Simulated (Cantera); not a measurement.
Input (Python, Cantera) and output of one run.

```python
import numpy as np
import cantera as ct

gas_names = [...]  # 114 gases of nasa_gas.yaml made of C, Fe, H, O
cond_names = """
    C(gr) C6H6(L) C7H8(L) C8H18(L),n-octa Fe(a) Fe(c) Fe(d) Fe(L) FeC5O5(L) FeO(s) FeO(L) Fe(OH)2(s)
    Fe(OH)3(s) Fe2O3(s) Fe3O4(s) H2O(s) H2O(L)
""".split()


# ... load() reads the species with a 1 bar reference pressure and builds the phases ...
atoms = {
    'Fe(CO)5': {'Fe': 1, 'C': 5, 'O': 5},
    'O2': {'O': 2},
    'H2': {'H': 2},
}
top_T = {'C(gr)': 4500, 'Fe2O3(s)': 1830, 'Fe3O4(s)': 1870}  # K; cautious upper limits of use, not melting points


# ... equilibrate(T, P, feed) seeds the gas with the atoms and calls Mixture.equilibrate('TP', solver="vcs", rtol=1e-11, max_steps=5000) ...
results = []
feed = {'Fe(CO)5': 1, 'O2': 0.014, 'H2': 17}  # mol
T = 1100  # K
P = 13332.2  # Pa
mix = equilibrate(T, P, feed)
results.append((T, P, feed, dict(zip(mix.species_names, mix.species_moles))))
x = sorted(zip(gas.X, gas.species_names), reverse=True)
print(f"T = {T:g} K  P = {P:g} Pa  gas = {mix.phase_moles(0):.4g} mol")
print("   x: " + "  ".join(f"{s} {v:.3e}" for v, s in x if v > 0.0001))
print("   condensed (mol): " + ("  ".join(f"{mix.phase(i).name} {mix.phase_moles(i):.4g}"
      for i in range(1, mix.n_phases) if mix.phase_moles(i) > 1e-12) or "none"))
```

It prints:

```
T = 1100 K  P = 13332.2 Pa  gas = 21.9 mol
   x: H2 7.691e-01  CO 2.253e-01  H2O 2.683e-03  CH4 2.180e-03  CO2 7.755e-04
   condensed (mol): Fe(a) 1
```

Method: chemical equilibrium by Gibbs-energy minimisation in Cantera with the NASA 1993 tables (ideal gas, pure condensed phases).
